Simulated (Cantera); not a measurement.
Feed: 1 mol SrCl2, 0.24 mol H2O, 0.76 mol N2, held at 0.133 bar.

Method: chemical equilibrium by Gibbs-energy minimisation in Cantera with the NASA 1993 tables (ideal gas, pure condensed phases). Candidate condensed phases: H2O, NH4Cl, Sr, SrCl2, SrO, Sr(OH)2; 35 gas species. Mutual solubility and eutectic melting of coexisting phases are not modelled. Condensed phases not in the tables: oxide chlorides. The numbers say what is thermodynamically allowed, not how fast it happens.

x: gas mole fraction; n: condensed amount in mol.

```
T (K)   x N2  x H2O   x SrCl2     x HCl  n SrCl2(l)  n SrO(s)
-----  -----  -----  --------  --------  ----------  --------
1150   0.760  0.240   2.47e-6  0.000370       1.000  0.000185
1200   0.760  0.240   9.20e-6  0.000647       1.000  0.000323
1250   0.760  0.239         …         …       0.999         …
1300   0.759  0.239   9.19e-5   0.00172       0.999  0.000862
1350   0.759  0.238  0.000252   0.00265       0.998   0.00133
1400   0.758  0.237         …         …       0.997         …
1450   0.757  0.236   0.00151   0.00569       0.996   0.00286
1500   0.754  0.234   0.00335   0.00799       0.993   0.00404
1550   0.750  0.231   0.00702    0.0109       0.987   0.00556
1600   0.744  0.227    0.0140    0.0146       0.978   0.00751
1650   0.732  0.221    0.0265    0.0191       0.963   0.00997
1700   0.714  0.212    0.0481    0.0243       0.936    0.0131
1750   0.684  0.200    0.0841    0.0301       0.890    0.0170
1800   0.637  0.182     0.142    0.0362       0.809    0.0220
```

**Question.** Fill in the missing entries.

**Answer.** 
- 1400, x SrCl2: 0.000640
- 1400, x HCl: 0.00394
- 1400, n SrO(s): 0.00198
- 1250, x SrCl2: 3.06e-5
- 1250, x HCl: 0.00108
- 1250, n SrO(s): 0.000539
